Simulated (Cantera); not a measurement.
SiHCl₃ + CH₄ + H₂ (silicon carbide growth)

Charge: 1 mol SiHCl₃, 0.097 mol CH₄, a varied amount of H₂, equilibrated at 2623 K and 950 Pa.

Equilibrium computed with Cantera from the NASA thermochemical tables; the gas is ideal and each condensed phase is pure. Candidate condensed phases: C, C₆H₆, C₇H₈, C₈H₁₈, Si, SiC; 109 gas species. The tables' values for SiCl are old estimates; treat these amounts as uncertain. Kinetics and transport are ignored.

From 140 mol H₂ to 1400 mol H₂ nothing is condensed. The main Si-bearing gas is Si throughout.

| n(H₂) (mol) | log p H₂ | log p H | log p HCl | log p Si |
|---|---|---|---|---|
| 140 | -2.22 | -2.49 | -3.92 | -4.27 |
| 280 | -2.21 | -2.48 | -4.22 | -4.57 |
| 420 | -2.21 | -2.48 | -4.39 | -4.74 |
| 560 | -2.21 | -2.48 | -4.52 | -4.87 |
| 690 | -2.21 | -2.48 | -4.61 | -4.96 |
| 830 | -2.21 | -2.48 | -4.69 | -5.04 |
| 970 | -2.21 | -2.48 | -4.76 | -5.10 |
| 1100 | -2.21 | -2.48 | -4.81 | -5.16 |
| 1300 | -2.21 | -2.48 | -4.88 | -5.23 |
| 1400 | -2.21 | -2.48 | -4.91 | -5.26 |
log p: log10 of the partial pressure in bar; nothing condenses.
